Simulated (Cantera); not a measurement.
An isothermal, constant-pressure homogeneous reactor starts with 2.17 % CH4, 97.8 % H2, at 1423 K and 20.3 Torr.

Cantera simulation using GRI-Mech 3.0 (53 species, 325 reactions); the numbers are that mechanism's predictions, not measurements. GRI-Mech 3.0 stops at C3 and has no aromatics, soot or wall deposition, so with more carbon than oxygen in the feed, carbon stays in small species such as C2H2 where larger ones or solid carbon would form. Radical loss at walls, strong at low pressure, is not modelled.

Q: Predict: x(CH4) at 100 s; x(H2) at 100 s; x(C2H2) at 100 s; x(H) at 100 s; x(C2H6) at 100 s; x(C2H4) at 100 s; x(CH3) at 100 s.

A: 
| Item | Value |
|---|---|
| x(CH4) at 100 s | 0.0164 (gas-phase equilibrium 0.00485) |
| x(H2) at 100 s | 0.981 (gas-phase equilibrium 0.987) |
| x(C2H2) at 100 s | 0.00254 (gas-phase equilibrium 0.00813) |
| x(H) at 100 s | 3.62e-5 (gas-phase equilibrium 4.04e-5) |
| x(C2H6) at 100 s | 2.51e-7 (gas-phase equilibrium 5.87e-8) |
| x(C2H4) at 100 s | 4.75e-5 (gas-phase equilibrium 0.000137) |
| x(CH3) at 100 s | 1.22e-5 (gas-phase equilibrium 3.99e-6) |
